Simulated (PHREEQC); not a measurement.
Solution (20 °C): 11 mmol/kgw HF, 66 mmol/kgw NaF and 0.16 mmol/kgw H2SO4. Closed to the air; pH follows from the charge balance.

All values are PHREEQC results (ion-association model, phreeqc.dat), not measurements.

```tsv
quantity	before	after
pH	3.87	4.24
ionic strength (mol/kgw)	0.0648	0.000720
F- (mol/kgw)	0.0623	0.000715
HF (mol/kgw)	0.00908	5.43e-5
HF2- (mol/kgw)	0.00208	1.43e-7
NaF (mol/kgw)	0.00147	2.56e-7
```

Task: What was changed between the two runs?
A. diluted 100-fold with water
B. diluted 2-fold with water
C. H2SO4 replaced by NaHSO4 at the same molality
D. HF from 0.011 to 0.11 mol/kgw
E. 0.073 mol/kgw NaCl added

Result: A, diluted 100-fold with water

This is a speciation only: nothing precipitates in the calculation.
